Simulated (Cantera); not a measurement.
An isothermal, constant-pressure homogeneous reactor starts with H2 : O2 = 2 : 1 (molar parts), equivalence ratio 1.0, at 1200 K and 0.0263 atm.

Cantera simulation using GRI-Mech 3.0 (53 species, 325 reactions); the numbers are that mechanism's predictions, not measurements. Radical loss at walls, strong at low pressure, is not modelled. The temperature is held fixed by assumption; the heat of reaction is taken as removed at once.

One state of this run: x H2 = 0.649; x O2 = 0.326; x H = 0.0108; x H2O2 = 5.29e-8; x O = 0.00137; x H2O = 0.0123. x: mole fraction; the columns are a selection and need not sum to one.

**Question.** Which value of t (s) does it belong to?
A) 0.000198
B) 0.862
C) 0.000564
D) 0.0131

**Answer.** C, 0.000564
